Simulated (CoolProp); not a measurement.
Sulfur hexafluoride at 293.15 K and 1.13 MPa is compressed adiabatically to 3.36 MPa with isentropic efficiency 0.7. Each further row changes one setting.

Model: reference Helmholtz-energy equation of state, Guder 2009, in CoolProp.

```csv
case,work (kJ/kg),final temperature (K),final density (kg/m³)
as stated,21.4,341.5,243
efficiency 1,15.0,335.0,259
efficiency 0.65,23.0,343.2,240
```
